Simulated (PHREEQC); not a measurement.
Make-up at 20 °C: 0.71 mol Na2SO4, 0.61 mol KCl and 0.23 mol KBr per kg of water. It is in equilibrium with CO2 at log p = -3.4 (atm). Otherwise closed; pH follows from the charge balance.

Computed with PHREEQC (Pitzer model, pitzer.dat).

Problem. The ionic strength comes out as 2.97 mol/kgw. What activity coefficients do HCO3-, Na+, HSO4-, K+, Cl- get?

Solution. HCO3- 0.42, Na+ 0.51, HSO4- 0.45, K+ 0.46, Cl- 0.56. Single-ion values are on the MacInnes scale.

Precipitation was switched off in this run. Species that the database lacks are ignored. In brines, pH and single-ion activities rest on the MacInnes convention.
